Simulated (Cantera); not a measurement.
An adiabatic, constant-pressure homogeneous reactor starts with CH3OH : O2 : N2 = 1 : 4.17 : 15.7 (molar parts), equivalence ratio 0.36, at 1823 K and 10.0 bar. Integrator tolerance rtol = 1e-08.

Computed with Cantera and GRI-Mech 3.0 (53 species, 325 reactions). GRI-Mech 3.0 was tuned for natural gas; its chemistry of methanol as a main component is partial and can be far from experiment.

Problem. What does this change do: N2 15.7 to 35 parts?

Solution. 
| quantity | before | after |
|---|---|---|
| time of steepest temperature rise | 4.50 µs | 5.87 µs |
| temperature at 3.00 s | 2532 K | 2237 K |
| equilibrium temperature | 2532 K | 2237 K |
| x(CH3OH) at 3.00 s | <1e-12 (gas-phase equilibrium <1e-12) | <1e-12 (gas-phase equilibrium <1e-12) |
| x(O2) at 3.00 s | 0.114 (gas-phase equilibrium 0.114) | 0.0613 (gas-phase equilibrium 0.0613) |
| x(C2H) at 3.00 s | <1e-12 (gas-phase equilibrium <1e-12) | <1e-12 (gas-phase equilibrium <1e-12) |
| x(OH) at 3.00 s | 0.00729 (gas-phase equilibrium 0.00729) | 0.00166 (gas-phase equilibrium 0.00166) |
| x(NO2) at 3.00 s | 3.45e-5 (gas-phase equilibrium 3.45e-5) | 1.60e-5 (gas-phase equilibrium 1.60e-5) |
| x(HCN) at 3.00 s | 5.13e-12 (gas-phase equilibrium 5.13e-12) | <1e-12 (gas-phase equilibrium <1e-12) |

Problem. What does this change do: initial temperature 1823 to 1425 K?

Solution. 
| quantity | before | after |
|---|---|---|
| time of steepest temperature rise | 4.50 µs | 93.5 µs |
| temperature at 3.00 s | 2532 K | 2213 K |
| equilibrium temperature | 2532 K | 2213 K |
| x(CH3OH) at 3.00 s | <1e-12 (gas-phase equilibrium <1e-12) | <1e-12 (gas-phase equilibrium <1e-12) |
| x(O2) at 3.00 s | 0.114 (gas-phase equilibrium 0.114) | 0.119 (gas-phase equilibrium 0.119) |
| x(C2H) at 3.00 s | <1e-12 (gas-phase equilibrium <1e-12) | <1e-12 (gas-phase equilibrium <1e-12) |
| x(OH) at 3.00 s | 0.00729 (gas-phase equilibrium 0.00729) | 0.00247 (gas-phase equilibrium 0.00247) |
| x(NO2) at 3.00 s | 3.45e-5 (gas-phase equilibrium 3.45e-5) | 2.82e-5 (gas-phase equilibrium 2.82e-5) |
| x(HCN) at 3.00 s | 5.13e-12 (gas-phase equilibrium 5.13e-12) | <1e-12 (gas-phase equilibrium <1e-12) |
